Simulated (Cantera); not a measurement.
Mixture: 15.9 % CH₄, 17.6 % O₂, 66.5 % N₂, at 0.320 bar, adiabatic and at constant volume. Ignition delay is the time to a rise of 400 K.

Computed with Cantera and GRI-Mech 3.0 (53 species, 325 reactions).

Problem. At T0 = 1325 K, what is the delay, and which 6 reactions control it most (d ln τ / d ln k, from doubling and halving each rate constant)?

Solution. The delay is 25.6 ms.
| reaction | d ln τ / d ln k | faster rate |
|---|---|---|
| 2 CH3 (+M) <=> C2H6 (+M) | 0.47 | lengthens it |
| CH3 + O2 <=> CH3O + O | -0.41 | shortens it |
| CH3 + O2 <=> CH2O + OH | -0.33 | shortens it |
| H + O2 <=> O + OH | -0.26 | shortens it |
| CH4 + H <=> CH3 + H2 | 0.23 | lengthens it |
| CH2O + O2 <=> HCO + HO2 | -0.19 | shortens it |
